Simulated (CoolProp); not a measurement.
Vapour-liquid equilibrium of dimethyl ether (1) + methanol (2) at -30.55 °C; x and y are mole fractions of (1).

Model: multi-fluid Helmholtz-energy mixture model, Wu 2011 and de Reuck 1993; pair parameters Bell 2016, in CoolProp.

Give the bubble pressure and the first vapour's composition at x = 0.45, 0.75, 0.85. Is there an azeotrope?

x = 0.45: 0.05203 MPa, y = 0.993; x = 0.75: 0.06411 MPa, y = 0.995; x = 0.85: 0.06873 MPa, y = 0.996. No azeotrope shows between x = 0.05 and 0.95.

Pair parameters are fitted to limited data, so mixtures are less certain than the pure fluids. With so large a gap from Raoult's law the liquid may split in two, which this calculation doesn't test in full.
